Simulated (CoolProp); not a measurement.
Vapour-liquid equilibrium of isobutene (1) + n-octane (2) at 0.266 MPa; x and y are mole fractions of (1).

Model: multi-fluid Helmholtz-energy mixture model, Lemmon 2005 and Beckmüller 2019; pair parameters Bell 2016, in CoolProp.

```json
[
 {"x": "0.05", "bubble temperature (°C)": "139.1", "y at the bubble point": "0.453", "dew temperature at overall composition x (°C)": "[?]", "liquid density (mol/L)": "5.345"},
 {"x": "0.125", "bubble temperature (°C)": "108.7", "y at the bubble point": "0.776", "dew temperature at overall composition x (°C)": "158.4", "liquid density (mol/L)": "5.796"},
 {"x": "0.2", "bubble temperature (°C)": "87.7", "y at the bubble point": "0.894", "dew temperature at overall composition x (°C)": "[?]", "liquid density (mol/L)": "6.189"},
 {"x": "0.275", "bubble temperature (°C)": "73.0", "y at the bubble point": "0.943", "dew temperature at overall composition x (°C)": "150.3", "liquid density (mol/L)": "6.551"},
 {"x": "0.35", "bubble temperature (°C)": "62.2", "y at the bubble point": "0.966", "dew temperature at overall composition x (°C)": "145.9", "liquid density (mol/L)": "[?]"},
 {"x": "0.425", "bubble temperature (°C)": "53.7", "y at the bubble point": "0.979", "dew temperature at overall composition x (°C)": "141.1", "liquid density (mol/L)": "7.260"},
 {"x": "0.5", "bubble temperature (°C)": "46.9", "y at the bubble point": "0.986", "dew temperature at overall composition x (°C)": "135.8", "liquid density (mol/L)": "7.625"},
 {"x": "0.575", "bubble temperature (°C)": "41.2", "y at the bubble point": "0.991", "dew temperature at overall composition x (°C)": "129.8", "liquid density (mol/L)": "8.006"},
 {"x": "0.65", "bubble temperature (°C)": "36.3", "y at the bubble point": "0.994", "dew temperature at overall composition x (°C)": "[?]", "liquid density (mol/L)": "8.404"},
 {"x": "0.725", "bubble temperature (°C)": "32.1", "y at the bubble point": "0.996", "dew temperature at overall composition x (°C)": "[?]", "liquid density (mol/L)": "8.825"},
 {"x": "0.8", "bubble temperature (°C)": "28.5", "y at the bubble point": "0.998", "dew temperature at overall composition x (°C)": "105.3", "liquid density (mol/L)": "9.269"},
 {"x": "0.875", "bubble temperature (°C)": "25.3", "y at the bubble point": "[?]", "dew temperature at overall composition x (°C)": "92.0", "liquid density (mol/L)": "9.740"},
 {"x": "0.95", "bubble temperature (°C)": "22.4", "y at the bubble point": "1.000", "dew temperature at overall composition x (°C)": "70.1", "liquid density (mol/L)": "10.24"}
]
```

**Question.** Fill in the missing entries.

**Answer.** 
- 0.05, dew temperature at overall composition x (°C): 162.0
- 0.2, dew temperature at overall composition x (°C): 154.5
- 0.35, liquid density (mol/L): 6.904
- 0.65, dew temperature at overall composition x (°C): 123.1
- 0.725, dew temperature at overall composition x (°C): 115.1
- 0.875, y at the bubble point: 0.999

No azeotrope shows between x = 0.05 and 0.95.

Pair parameters are fitted to limited data, so mixtures are less certain than the pure fluids.
